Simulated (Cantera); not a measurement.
Charge: 1 mol CuO, 17 mol F₂, equilibrated at 22.0 Pa.

Method: chemical equilibrium by Gibbs-energy minimisation in Cantera with the NASA 1993 tables (ideal gas, pure condensed phases). Candidate condensed phases: Cu, CuF₂, CuO, Cu₂O; 13 gas species. Equilibrium is a limit: real reactors are often held back by kinetics, nucleation or transport.

Task: Which condensed phases are stable at each of these points (T (°C)): 327, 427, 527, 627, 727, 827, 927, 1027, 1127, 1227, 1327, 1427, 1527?

Result: 
| T (°C) | condensed phases | Cu condensed (%) |
|---|---|---|
| 327 | CuF₂(s) | 100.0 |
| 427 | CuF₂(s) | 100.0 |
| 527 | CuF₂(s) | 99.9 |
| 627 | CuF₂(s) | 94.8 |
| 727 | gas only | 0.0 |
| 827 | gas only | 0.0 |
| 927 | gas only | 0.0 |
| 1027 | gas only | 0.0 |
| 1127 | gas only | 0.0 |
| 1227 | gas only | 0.0 |
| 1327 | gas only | 0.0 |
| 1427 | gas only | 0.0 |
| 1527 | gas only | 0.0 |

From 327 °C to 627 °C the condensed part is CuF₂(s). From 727 °C to 1527 °C nothing is condensed.
